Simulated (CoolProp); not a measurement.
Values from CoolProp's reference Helmholtz-energy equation of state, Wu 2012.

**Question.** For fluoroethane (R161), give the phase and the density (kg/m³), cp (kJ/(kg K)), isothermal compressibility (1/MPa), expansivity (1/kK) at 40.75 °C and 0.417 MPa; 40.75 °C and 1.67 MPa; 40.75 °C and 2.08 MPa.

**Answer.** 
- 40.75 °C and 0.417 MPa: gas; density 8.13, cp 1.37, isothermal compressibility 2.55, expansivity 3.86
- 40.75 °C and 1.67 MPa: liquid; density 676, cp 2.42, isothermal compressibility 0.00747, expansivity 3.87
- 40.75 °C and 2.08 MPa: liquid; density 678, cp 2.41, isothermal compressibility 0.00717, expansivity 3.76
